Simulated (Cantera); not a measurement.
An adiabatic, constant-pressure homogeneous reactor starts with CO : H₂ : CH₄ : O₂ : N₂ = 1 : 0.11 : 0.22 : 2.43 : 9.12 (molar parts), equivalence ratio 0.41, at 1323 K and 16.0 bar. Integrator tolerance rtol = 1e-08.

Detailed kinetics in Cantera: GRI-Mech 3.0 (53 species, 325 reactions). The pressure lies above the range GRI-Mech 3.0 was tuned for (to about 10 atm).

What does this change do: pressure from 16.0 bar to 25.0 bar?


| quantity | before | after |
|---|---|---|
| time of steepest temperature rise | 75.1 µs | 70.3 µs |
| temperature at 0.100 s | 2296 K | 2298 K |
| equilibrium temperature | 2296 K | 2298 K |
| x(CO) at 0.100 s | 0.000840 (gas-phase equilibrium 0.000840) | 0.000683 (gas-phase equilibrium 0.000683) |
| x(H₂) at 0.100 s | 6.67e-5 (gas-phase equilibrium 6.67e-5) | 5.42e-5 (gas-phase equilibrium 5.42e-5) |
| x(CH₄) at 0.100 s | <1e-12 (gas-phase equilibrium <1e-12) | <1e-12 (gas-phase equilibrium <1e-12) |
| x(HO₂) at 0.100 s | 6.55e-6 (gas-phase equilibrium 6.54e-6) | 7.38e-6 (gas-phase equilibrium 7.38e-6) |
| x(NO) at 0.100 s | 0.0109 (gas-phase equilibrium 0.0109) | 0.0110 (gas-phase equilibrium 0.0110) |
